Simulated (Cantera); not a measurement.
# Gas-phase reforming

An isothermal, constant-pressure homogeneous reactor starts with CH4 : H2O = 1 : 0.58 (molar parts), at 1575 K and 21.7 atm.

Cantera simulation using GRI-Mech 3.0 (53 species, 325 reactions); the numbers are that mechanism's predictions, not measurements. GRI-Mech 3.0 stops at C3 and has no aromatics, soot or wall deposition, so with more carbon than oxygen in the feed, carbon stays in small species such as C2H2 where larger ones or solid carbon would form. The pressure lies above the range GRI-Mech 3.0 was tuned for (to about 10 atm).

| t (s) | x CH4 | x H2O | x C2H | x CH2O | x O | x CO | x H2 |
|---|---|---|---|---|---|---|---|
| 3.00e-5 | 0.632 | 0.367 | <1e-12 | 1.62e-7 | <1e-12 | 2.10e-8 | 0.000447 |
| 7.83e-5 | 0.631 | 0.367 | <1e-12 | 6.00e-7 | 1.26e-12 | 2.31e-7 | 0.00126 |
| 0.000204 | 0.626 | 0.367 | 1.10e-12 | 2.21e-6 | 1.81e-12 | 2.66e-6 | 0.00383 |
| 0.000533 | 0.614 | 0.365 | 2.03e-11 | 5.55e-6 | 2.39e-12 | 2.56e-5 | 0.0130 |
| 0.00139 | 0.580 | 0.359 | 2.04e-10 | 6.14e-6 | 2.17e-12 | 0.000129 | 0.0414 |
| 0.00363 | 0.507 | 0.344 | 8.86e-10 | 4.44e-6 | 1.51e-12 | 0.000425 | 0.106 |
| 0.00949 | 0.399 | 0.320 | 1.86e-9 | 3.01e-6 | 1.13e-12 | 0.00141 | 0.202 |
| 0.0248 | 0.317 | 0.301 | 2.64e-9 | 2.37e-6 | 1.19e-12 | 0.00454 | 0.275 |
| 0.0646 | 0.309 | 0.285 | 2.47e-9 | 2.12e-6 | 1.18e-12 | 0.0122 | 0.293 |
| 0.169 | 0.312 | 0.255 | 1.92e-9 | 1.76e-6 | 1.08e-12 | 0.0279 | 0.316 |
| 0.440 | 0.308 | 0.208 | 1.21e-9 | 1.32e-6 | <1e-12 | 0.0561 | 0.357 |
| 1.15 | 0.288 | 0.152 | 6.14e-10 | 1.00e-6 | <1e-12 | 0.0951 | 0.418 |
| 3.00 | 0.251 | 0.0968 | 2.70e-10 | 9.16e-7 | <1e-12 | 0.136 | 0.489 |
x: mole fraction; the columns are a selection and need not sum to one.

Equilibrium at this temperature and pressure: CH4 0.146, H2O 0.000332, C2H 3.59e-11, CH2O 1.28e-6, O <1e-12, CO 0.211, H2 0.639 (gas phase only).
